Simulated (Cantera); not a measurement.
What does this Cantera script print?

```python
import numpy as np
import cantera as ct

gas_names = """
    B BF BF2 BF3 BH BHF2 BH2 BH3 BO BOF BOF2 BO2 B2 B2O B2O2 B2O3 B3O3F3 B3O3H3 F FO FO2 F2 F2O H HBO
    HBO2 HF HOF HO2 H2 H2F2 H2O H2O2 H3B3O6 H3F3 H4F4 H5F5 H6F6 H7F7 O OH O2 O3
""".split()
cond_names = """
    B(b) B(L) B2O3(L) B3O3H3(cr) H2O(s) H2O(L)
""".split()


# ... load() reads the species with a 1 bar reference pressure and builds the phases ...
atoms = {
    'BF3': {'B': 1, 'F': 3},
    'H2O': {'H': 2, 'O': 1},
    'H2': {'H': 2},
}
top_T = {}  # K; cautious upper limits of use, not melting points


# ... equilibrate(T, P, feed) seeds the gas with the atoms and calls Mixture.equilibrate('TP', solver="vcs", rtol=1e-11, max_steps=5000) ...
results = []
feed = {'BF3': 1, 'H2O': 9.2, 'H2': 21}  # mol
T = 2025  # K
for P in [10, 32, 100, 320, 1000, 3200, 10000, 32000, 100000]:
    mix = equilibrate(T, P, feed)
    results.append((T, P, feed, dict(zip(mix.species_names, mix.species_moles))))
    x = sorted(zip(gas.X, gas.species_names), reverse=True)
    print(f"T = {T:g} K  P = {P:g} Pa  gas = {mix.phase_moles(0):.4g} mol")
    print("   x: " + "  ".join(f"{s} {v:.3e}" for v, s in x if v > 0.0001))
    print("   condensed (mol): " + ("  ".join(f"{mix.phase(i).name} {mix.phase_moles(i):.4g}"
          for i in range(1, mix.n_phases) if mix.phase_moles(i) > 1e-12) or "none"))
```

It prints:

```
T = 2025 K  P = 10 Pa  gas = 34.83 mol
   x: H2 5.366e-01  H2O 2.130e-01  H 1.410e-01  HF 7.374e-02  HBO2 1.457e-02  BOF 1.240e-02  OH 5.849e-03  O 1.116e-03  BO 8.272e-04  BO2 4.830e-04  HBO 2.222e-04  O2 1.904e-04  B2O3 1.082e-04
   condensed (mol): none
T = 2025 K  P = 32 Pa  gas = 33.67 mol
   x: H2 5.844e-01  H2O 2.239e-01  H 8.225e-02  HF 7.615e-02  HBO2 1.550e-02  BOF 1.296e-02  OH 3.294e-03  BO 4.885e-04  O 3.367e-04  BO2 2.753e-04  HBO 2.449e-04  B2O3 1.166e-04
   condensed (mol): none
T = 2025 K  P = 100 Pa  gas = 33.03 mol
   x: H2 6.127e-01  H2O 2.299e-01  HF 7.753e-02  H 4.764e-02  HBO2 1.604e-02  BOF 1.329e-02  OH 1.869e-03  BO 2.851e-04  HBO 2.587e-04  BO2 1.574e-04  B2O3 1.215e-04  O 1.055e-04
   condensed (mol): none
T = 2025 K  P = 320 Pa  gas = 32.66 mol
   x: H2 6.297e-01  H2O 2.334e-01  HF 7.835e-02  H 2.700e-02  HBO2 1.635e-02  BOF 1.349e-02  OH 1.046e-03  HBO 2.671e-04  BO 1.623e-04  B2O3 1.245e-04
   condensed (mol): none
T = 2025 K  P = 1000 Pa  gas = 32.46 mol
   x: H2 6.392e-01  H2O 2.353e-01  HF 7.881e-02  HBO2 1.653e-02  H 1.539e-02  BOF 1.361e-02  OH 5.921e-04  HBO 2.718e-04  B2O3 1.261e-04
   condensed (mol): none
T = 2025 K  P = 3200 Pa  gas = 32.35 mol
   x: H2 6.448e-01  H2O 2.364e-01  HF 7.907e-02  HBO2 1.663e-02  BOF 1.367e-02  H 8.639e-03  OH 3.311e-04  HBO 2.746e-04  B2O3 1.271e-04
   condensed (mol): none
T = 2025 K  P = 10000 Pa  gas = 32.28 mol
   x: H2 6.479e-01  H2O 2.370e-01  HF 7.921e-02  HBO2 1.669e-02  BOF 1.371e-02  H 4.899e-03  HBO 2.761e-04  OH 1.873e-04  B2O3 1.276e-04
   condensed (mol): none
T = 2025 K  P = 32000 Pa  gas = 32.25 mol
   x: H2 6.496e-01  H2O 2.373e-01  HF 7.928e-02  HBO2 1.672e-02  BOF 1.372e-02  H 2.742e-03  HBO 2.770e-04  B2O3 1.279e-04  OH 1.047e-04
   condensed (mol): none
T = 2025 K  P = 100000 Pa  gas = 32.23 mol
   x: H2 6.506e-01  H2O 2.376e-01  HF 7.928e-02  HBO2 1.673e-02  BOF 1.372e-02  H 1.552e-03  HBO 2.773e-04  B2O3 1.280e-04
   condensed (mol): none
```

Equilibrium computed with Cantera from the NASA thermochemical tables; the gas is ideal and each condensed phase is pure.
